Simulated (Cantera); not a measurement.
A closed system holds: 1 mol Si, 1.2 mol Cl₂, 17 mol H₂, 1.9 mol HCl, at 573 K and 15800 Torr.

Method: chemical equilibrium by Gibbs-energy minimisation in Cantera with the NASA 1993 tables (ideal gas, pure condensed phases). Candidate condensed phases: Si; 19 gas species. Rates play no part.

**Question.** What is the equilibrium state?

**Answer.** 
- x(H₂) = 0.932
- x(SiCl₄) = 0.0523
- x(HCl) = 0.0158
- x(SiHCl₃) = 4.37e-5
- gas amount = 19.10 mol
- log10 activity of Si(s) (absent) = -13.25
